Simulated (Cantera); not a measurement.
An adiabatic, constant-pressure homogeneous reactor starts with H₂ : O₂ : N₂ : H₂O = 1 : 0.333 : 1.25 : 0.15 (molar parts), equivalence ratio 1.5, at 1323 K and 1000000 Pa.

Detailed kinetics in Cantera: the H2/O2 subset of GRI-Mech 3.0, which has no nitrogen chemistry. The hydrogen kinetics of GRI-Mech 3.0 are dated; newer H2 mechanisms differ, most at raised pressure.

Q: Predict: time of steepest temperature rise; temperature at 0.200 s; equilibrium temperature; x(H₂) at 0.200 s; x(O₂) at 0.200 s; x(H₂O) at 0.200 s; x(HO₂) at 0.200 s; x(H) at 0.200 s; x(OH) at 0.200 s; x(O) at 0.200 s.

A: 
```
Property                                                               Value
---------------------------------  -----------------------------------------
time of steepest temperature rise                                    8.53 µs
temperature at 0.200 s                                                2865 K
equilibrium temperature                                               2865 K
x(H₂) at 0.200 s                         0.137 (gas-phase equilibrium 0.137)
x(O₂) at 0.200 s                   0.000445 (gas-phase equilibrium 0.000445)
x(H₂O) at 0.200 s                        0.326 (gas-phase equilibrium 0.326)
x(HO₂) at 0.200 s                    1.04e-6 (gas-phase equilibrium 1.04e-6)
x(H) at 0.200 s                        0.0121 (gas-phase equilibrium 0.0121)
x(OH) at 0.200 s                     0.00854 (gas-phase equilibrium 0.00854)
x(O) at 0.200 s                    0.000469 (gas-phase equilibrium 0.000469)
```
